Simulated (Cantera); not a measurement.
An adiabatic, constant-pressure homogeneous reactor starts with 6.51 % C2H4, 19.5 % O2, 73.5 % N2, 0.423 % H2O, at 1525 K and 760 Torr.

Model: GRI-Mech 3.0 (53 species, 325 reactions), integrated in Cantera. GRI-Mech 3.0 was tuned for natural gas; its chemistry of ethylene as a main component is partial and can be far from experiment.

Problem. Predict: time of steepest temperature rise; temperature at 0.400 s; equilibrium temperature; x(O2) at 0.400 s; x(NO) at 0.400 s; x(N2O) at 0.400 s; x(NO2) at 0.400 s.

Solution. 
| Quantity | Value |
|---|---|
| time of steepest temperature rise | 31.0 µs |
| temperature at 0.400 s | 2816 K |
| equilibrium temperature | 2816 K |
| x(O2) at 0.400 s | 0.0251 (gas-phase equilibrium 0.0251) |
| x(NO) at 0.400 s | 0.0122 (gas-phase equilibrium 0.0122) |
| x(N2O) at 0.400 s | 6.43e-7 (gas-phase equilibrium 6.43e-7) |
| x(NO2) at 0.400 s | 2.81e-6 (gas-phase equilibrium 2.81e-6) |
